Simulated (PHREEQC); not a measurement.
## Metal-bearing waste water with phosphoric acid bath: an equilibrium model

Solution A (0.0015 mol NiSO4, 0.00013 mol NiCl2 and 0.029 mol NaH2PO4 per kg of water) is mixed with solution B (1.4 mmol/kgw H3PO4, 1.1 mmol/kgw K2HPO4 and 54 mmol/kgw H3AsO4) at 25 °C; shares are by mass of water, 1 kg in all. O2 is buffered at 0.21 atm. The system is closed to CO2. The run lets Ni(OH)2, Ni3(PO4)2, Ni4(OH)6SO4, Ni3(AsO4)2:8H2O, Halite, Mirabilite, Morenosite precipitate or redissolve, and no other solid.

The numbers come from PHREEQC with the ion-association model, wateq4f.dat.

```json
[
 {"share of solution B": "0", "pH": "4.60", "H2PO4- (mol/kgw)": "0.0288", "Ni+2 (mol/kgw)": "0.00153"},
 {"share of solution B": "0.05", "pH": "3.25", "H2PO4- (mol/kgw)": "0.0259", "Ni+2 (mol/kgw)": "0.00146"},
 {"share of solution B": "0.1", "pH": "2.95", "H2PO4- (mol/kgw)": "0.0231", "Ni+2 (mol/kgw)": "0.00139"},
 {"share of solution B": "0.2", "pH": "2.65", "H2PO4- (mol/kgw)": "0.0185", "Ni+2 (mol/kgw)": "0.00124"},
 {"share of solution B": "0.25", "pH": "2.55", "H2PO4- (mol/kgw)": "0.0165", "Ni+2 (mol/kgw)": "0.00117"},
 {"share of solution B": "0.3", "pH": "2.47", "H2PO4- (mol/kgw)": "0.0147", "Ni+2 (mol/kgw)": "0.00109"},
 {"share of solution B": "0.4", "pH": "2.33", "H2PO4- (mol/kgw)": "0.0116", "Ni+2 (mol/kgw)": "0.000943"},
 {"share of solution B": "0.45", "pH": "2.28", "H2PO4- (mol/kgw)": "0.0103", "Ni+2 (mol/kgw)": "0.000867"},
 {"share of solution B": "0.5", "pH": "2.23", "H2PO4- (mol/kgw)": "0.00902", "Ni+2 (mol/kgw)": "0.000791"},
 {"share of solution B": "0.55", "pH": "2.18", "H2PO4- (mol/kgw)": "0.00787", "Ni+2 (mol/kgw)": "0.000714"},
 {"share of solution B": "0.6", "pH": "2.14", "H2PO4- (mol/kgw)": "0.00682", "Ni+2 (mol/kgw)": "0.000637"},
 {"share of solution B": "0.7", "pH": "2.06", "H2PO4- (mol/kgw)": "0.00496", "Ni+2 (mol/kgw)": "0.000481"},
 {"share of solution B": "0.75", "pH": "2.03", "H2PO4- (mol/kgw)": "0.00414", "Ni+2 (mol/kgw)": "0.000402"},
 {"share of solution B": "0.8", "pH": "1.99", "H2PO4- (mol/kgw)": "0.00339", "Ni+2 (mol/kgw)": "0.000322"},
 {"share of solution B": "0.9", "pH": "1.93", "H2PO4- (mol/kgw)": "0.00205", "Ni+2 (mol/kgw)": "0.000162"},
 {"share of solution B": "0.95", "pH": "1.90", "H2PO4- (mol/kgw)": "0.00146", "Ni+2 (mol/kgw)": "8.13e-5"},
 {"share of solution B": "1", "pH": "1.87", "H2PO4- (mol/kgw)": "0.000916", "Ni+2 (mol/kgw)": "0"}
]
```

H3PO4, which wateq4f.dat lacks, is added to it with the constant of phreeqc.dat. The database has no phosphate complexes of Ni. The database has no arsenate complexes of Ni.
